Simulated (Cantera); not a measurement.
Input (Python, Cantera) and output of one run.

```python
import numpy as np
import cantera as ct

gas_names = """
    FeC5O5 C2H6 C2H5OH C2H2,acetylene
""".split()
cond_names = """
    Fe(OH)3(s)
""".split()


def load(file, names, dense=False):
    # The tables refer to 1 bar. Condensed volumes are neglected.
    table = {s.name: s for s in ct.Species.list_from_file(file)}
    out = []
    for n in names:
        d = dict(table[n].input_data)
        d["thermo"] = dict(d["thermo"], **{"reference-pressure": 1e5})
        if dense:
            d["equation-of-state"] = {"model": "constant-volume", "density": "1e6 g/cm^3"}
        out.append(ct.Species.from_dict(d))
    return out


species = {s.name: s for s in load("nasa_gas.yaml", gas_names) + load("nasa_condensed.yaml", cond_names)}
# Each term lists the table entries of one substance; the one whose range holds T is used.
reactions = {
    '2 Fe(CO)5(g) + 8 C2H6(g) = 2 Fe(OH)3 + 4 C2H5OH(g) + 9 C2H2(g)':
        [(-2, ['FeC5O5']), (-8, ['C2H6']), (2, ['Fe(OH)3(s)']), (4, ['C2H5OH']), (9, ['C2H2,acetylene'])],
}


def pick(names, T):
    return next(species[n] for n in names if species[n].thermo.min_temp <= T <= species[n].thermo.max_temp)


results = []
for label, terms in reactions.items():
    print(label)
    print("     T/K   dH/kJ  dS/(J/K)   dG/kJ   log10 K")
    for T in [300, 450, 600, 750, 900, 1050, 1200, 1350, 1500]:
        used = [(nu, pick(names, T)) for nu, names in terms]
        dH = sum(nu * s.thermo.h(T) for nu, s in used) / 1e6
        dS = sum(nu * s.thermo.s(T) for nu, s in used) / 1e3
        dG = dH - T * dS / 1e3
        logK = -dG * 1e6 / (ct.gas_constant * T * np.log(10))
        results.append((label, T, dH, dS, dG, logK, [s.name for _, s in used]))
        print(f"{T:8g} {dH:8.1f} {dS:8.1f} {dG:8.1f} {logK:8.2f}")
```

It prints:

```
2 Fe(CO)5(g) + 8 C2H6(g) = 2 Fe(OH)3 + 4 C2H5OH(g) + 9 C2H2(g)
     T/K   dH/kJ  dS/(J/K)   dG/kJ   log10 K
     300   1575.5    428.0   1447.0  -251.95
     450   1591.8    472.1   1379.4  -160.11
     600   1608.2    503.5   1306.1  -113.70
     750   1622.5    524.8   1228.8   -85.58
     900   1634.6    539.6   1148.9   -66.68
    1050   1644.9    550.2   1067.2   -53.09
    1200   1654.2    558.5    984.0   -42.83
    1350   1662.4    565.0    899.7   -34.81
    1500   1669.7    570.1    814.6   -28.37
```

Cantera with NASA thermochemical tables; ideal gases at 1 bar, condensed phases pure. Condensed species are held in their standard states even where they would react or evaporate.
